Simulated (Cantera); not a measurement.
An isothermal, constant-pressure homogeneous reactor starts with 0.224 % H2, 20.4 % O2, 79.4 % N2, at 1373 K and 0.0132 atm.

Cantera simulation using GRI-Mech 3.0 (53 species, 325 reactions); the numbers are that mechanism's predictions, not measurements. Radical loss at walls, strong at low pressure, is not modelled.

x: mole fraction; the columns are a selection and need not sum to one.

```tsv
t (s)	x H2	x O2	x O	x H	x N2O	x OH	x H2O2
0.000700	0.00224	0.204	5.09e-9	1.24e-9	<1e-12	[?]	1.05e-12
0.00163	0.00224	0.204	1.88e-8	2.66e-9	<1e-12	[?]	4.75e-12
0.00382	0.00224	0.204	1.16e-7	1.24e-8	<1e-12	[?]	1.79e-11
0.00891	0.00223	0.204	3.60e-6	3.61e-7	1.43e-12	[?]	5.57e-11
0.0208	0.000494	0.202	0.00130	0.000112	5.77e-10	[?]	5.76e-9
0.0485	9.63e-6	0.201	0.00193	7.17e-5	6.56e-9	0.000278	1.96e-9
0.113	9.21e-6	0.202	0.00186	6.76e-5	1.55e-8	0.000272	1.92e-9
0.265	8.47e-6	0.202	0.00170	5.93e-5	2.28e-8	0.000261	1.85e-9
0.618	7.03e-6	0.202	0.00140	4.45e-5	2.53e-8	[?]	1.70e-9
1.44	4.81e-6	0.202	0.000945	2.48e-5	2.65e-8	[?]	1.40e-9
3.37	2.43e-6	0.202	0.000469	8.74e-6	2.81e-8	[?]	9.35e-10
7.86	8.72e-7	0.203	0.000166	1.86e-6	2.87e-8	[?]	4.52e-10
18.3	2.48e-7	0.203	4.68e-5	2.79e-7	2.56e-8	[?]	1.61e-10
42.8	6.70e-8	0.203	1.26e-5	3.92e-8	1.66e-8	[?]	4.98e-11
100	2.21e-8	0.203	4.16e-6	7.40e-9	7.56e-9	[?]	1.78e-11
```

Task: Complete the blanks.

Result: 
- 0.000700, x OH: 4.75e-9
- 0.00163, x OH: 1.65e-8
- 0.00382, x OH: 9.70e-8
- 0.00891, x OH: 2.96e-6
- 0.0208, x OH: 0.000542
- 0.618, x OH: 0.000238
- 1.44, x OH: 0.000197
- 3.37, x OH: 0.000140
- 7.86, x OH: 8.40e-5
- 18.3, x OH: 4.48e-5
- 42.8, x OH: 2.33e-5
- 100, x OH: 1.34e-5
